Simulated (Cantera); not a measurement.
# Low-pressure radical oxidation in H2/O2

A perfectly stirred reactor is fed with H2 : O2 = 0.057 : 1 (molar parts), equivalence ratio 0.029, at 0.00513 atm; it is held at 900 K, and followed from long to short residence time.

Computed with Cantera and the H2/O2 subset of GRI-Mech 3.0, which has no nitrogen chemistry. Radical loss at walls, strong at low pressure, is not modelled. Below about 950 K walls govern HO2 and H2O2 in real vessels. The temperature is held fixed by assumption; the heat of reaction is taken as removed at once.

```tsv
τ (s)	x H2	x O2	x O	x H	x H2O2	x H2O	x OH
25	0.000224	0.944	0.000352	3.07e-5	3.12e-8	0.0551	0.000127
10	0.000376	0.944	0.000613	7.62e-5	3.70e-8	0.0549	0.000181
4.4	0.000596	0.943	0.000990	0.000171	4.31e-8	0.0546	0.000252
1.8	0.000978	0.943	0.00164	0.000408	5.06e-8	0.0540	0.000364
0.76	0.00158	0.941	0.00260	0.000927	5.84e-8	0.0530	0.000520
0.32	0.00256	0.939	0.00400	0.00204	6.59e-8	0.0512	0.000740
0.13	0.00427	0.936	0.00594	0.00430	7.29e-8	0.0480	0.00104
0.055	0.00706	0.933	0.00790	0.00767	7.90e-8	0.0431	0.00138
0.023	0.0120	0.930	0.00907	0.0111	8.58e-8	0.0359	0.00170
0.0096	0.0209	0.931	0.00835	0.0117	9.16e-8	0.0264	0.00183
0.0040	0.0355	0.936	0.00539	0.00728	7.86e-8	0.0141	0.00147
```
x: mole fraction; the columns are a selection and need not sum to one.
